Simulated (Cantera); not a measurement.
# Thermodynamics of silicon epitaxy and polysilicon growth, feed SiCl₄ + Cl₂ + H₂

Charge: 1 mol SiCl₄, 0.005 mol Cl₂, 9 mol H₂, held at 1125 K.

Method: chemical equilibrium by Gibbs-energy minimisation in Cantera with the NASA 1993 tables (ideal gas, pure condensed phases). Candidate condensed phases: Si; 19 gas species. The tables' values for SiCl₃ are old estimates; treat these amounts as uncertain. Equilibrium is a limit: real reactors are often held back by kinetics, nucleation or transport.

| P (Pa) | x H₂ | x HCl | x SiCl₄ | x SiCl₂ | x SiHCl₃ | x SiCl₃ | n Si(s) |
|---|---|---|---|---|---|---|---|
| 100 | 0.793 | 0.119 | 0.0353 | 0.0381 | 0.00407 | 0.0105 | 0.0726 |
| 300 | 0.813 | 0.0986 | 0.0467 | 0.0253 | 0.00669 | 0.00980 | 0.0786 |
| 880 | 0.830 | 0.0795 | 0.0555 | 0.0161 | 0.0101 | 0.00853 | 0.0700 |
| 2600 | 0.844 | 0.0627 | 0.0615 | 0.00987 | 0.0144 | 0.00702 | 0.0503 |
| 7700 | 0.855 | 0.0487 | 0.0647 | 0.00588 | 0.0197 | 0.00556 | 0.0233 |
| 23000 | 0.862 | 0.0390 | 0.0658 | 0.00315 | 0.0252 | 0.00410 | 0 |
| 68000 | 0.864 | 0.0365 | 0.0669 | 0.00124 | 0.0275 | 0.00260 | 0 |
| 200000 | 0.865 | 0.0353 | 0.0675 | 0.000456 | 0.0287 | 0.00158 | 0 |
x: gas mole fraction; n: condensed amount in mol.

From 100 Pa to 7700 Pa the condensed part is Si(s). From 23000 Pa to 200000 Pa nothing is condensed. The main Si-bearing gas is SiCl₂ at 100 Pa and SiCl₄ at 200000 Pa.
